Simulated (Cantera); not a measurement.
A closed system holds: 1 mol SiCl4, 2.7 mol Cl2, 2.9 mol H2, 1.2 mol HCl, equilibrated at 1423 K and 10000 Pa.

Equilibrium computed with Cantera from the NASA thermochemical tables; the gas is ideal and each condensed phase is pure. Candidate condensed phases: Si; 19 gas species. The tables' values for SiCl3 are old estimates; treat these amounts as uncertain. The numbers say what is thermodynamically allowed, not how fast it happens.

### Question
What is the equilibrium state?

### Answer
| Item | Result |
|---|---|
| x(HCl) | 0.849 |
| x(SiCl4) | 0.123 |
| x(H2) | 0.0227 |
| x(SiCl3) | 0.00415 |
| x(SiCl2) | 0.000554 |
| x(SiHCl3) | 0.000255 |
| x(Cl) | 9.69e-5 |
| x(H) | 3.17e-6 |
| gas amount | 7.821 mol |
| log10 activity of Si(s) (absent) | -5.24 |
